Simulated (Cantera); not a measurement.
What does this Cantera script print?

```python
import numpy as np
import cantera as ct

gas = ct.Solution("gri30.yaml")
gas.TPX = 300, 59000, {'CH4': 1, 'H2': 0.49, 'O2': 1.87, 'N2': 7.03}
flame = ct.FreeFlame(gas, width=0.058)
flame.set_refine_criteria(ratio=3, slope=0.08, curve=0.16)
flame.transport_model = "mixture-averaged"
flame.solve(loglevel=0, auto=True)
z, T = flame.grid, flame.T
thick = (T[-1] - T[0]) / np.gradient(T, z).max()
show = ['CH4', 'H2', 'O2', 'H2O', 'NO2', 'H2O2']
print(f"laminar burning velocity  {flame.velocity[0] * 100:.3f} cm/s")
print(f"burnt temperature         {T[-1]:.1f} K")
print(f"thermal thickness         {thick * 1e3:.4f} mm")
print(f"grid points               {len(z)}")
z0 = z[flame.heat_release_rate.argmax()]
print(f"{'z/mm':>9s}{'T/K':>9s}{'u/(m/s)':>9s}" + "".join(f"{s:>11s}" for s in show))
rows = []
for k in (-3, -2, -1.5, -1, -0.5, -0.25, 0, 0.25, 0.5, 1, 2, 4, 8):
    zz = z0 + k * thick
    rows.append([k * thick, np.interp(zz, z, T), np.interp(zz, z, flame.velocity),
                 *(np.interp(zz, z, flame.X[gas.species_index(s)]) for s in show)])
    print(f"{rows[-1][0] * 1e3:9.3f}{rows[-1][1]:9.1f}{rows[-1][2]:9.3f}" + "".join(f"{x:11.3e}" for x in rows[-1][3:]))
```

Output:

```
laminar burning velocity  56.133 cm/s
burnt temperature         2162.8 K
thermal thickness         0.5746 mm
grid points               162
     z/mm      T/K  u/(m/s)        CH4         H2         O2        H2O        NO2       H2O2
   -1.724    300.0    0.561  9.624e-02  4.718e-02  1.800e-01  2.500e-06  8.538e-12  2.532e-09
   -1.149    300.8    0.563  9.621e-02  4.726e-02  1.799e-01  5.438e-05  2.832e-10  6.341e-08
   -0.862    305.2    0.571  9.603e-02  4.739e-02  1.798e-01  4.013e-04  2.891e-09  5.173e-07
   -0.575    368.2    0.690  9.321e-02  4.775e-02  1.770e-01  6.535e-03  7.169e-08  8.456e-06
   -0.287    862.4    1.637  6.755e-02  4.859e-02  1.428e-01  5.772e-02  4.850e-08  1.741e-05
   -0.144   1311.6    2.516  3.845e-02  4.890e-02  1.002e-01  1.064e-01  1.295e-08  7.473e-06
    0.000   1701.8    3.295  1.063e-02  4.603e-02  5.145e-02  1.539e-01  3.895e-09  9.657e-07
    0.144   1874.3    3.636  1.155e-03  3.885e-02  2.165e-02  1.798e-01  1.037e-09  2.443e-07
    0.287   1919.1    3.714  7.005e-05  3.421e-02  1.043e-02  1.878e-01  8.664e-10  1.584e-07
    0.575   1950.1    3.757  2.243e-07  3.305e-02  5.458e-03  1.893e-01  9.142e-10  1.364e-07
    1.149   1985.4    3.812  2.733e-11  3.336e-02  4.029e-03  1.900e-01  9.430e-10  1.092e-07
    2.298   2029.2    3.885  6.617e-15  3.275e-02  2.946e-03  1.932e-01  9.894e-10  8.093e-08
    4.597   2076.7    3.964  5.826e-15  3.178e-02  1.816e-03  1.972e-01  1.053e-09  5.392e-08
```

Detailed kinetics in Cantera: GRI-Mech 3.0 (53 species, 325 reactions). Burning velocities carry a grid error of a few per cent, more on coarse grids.
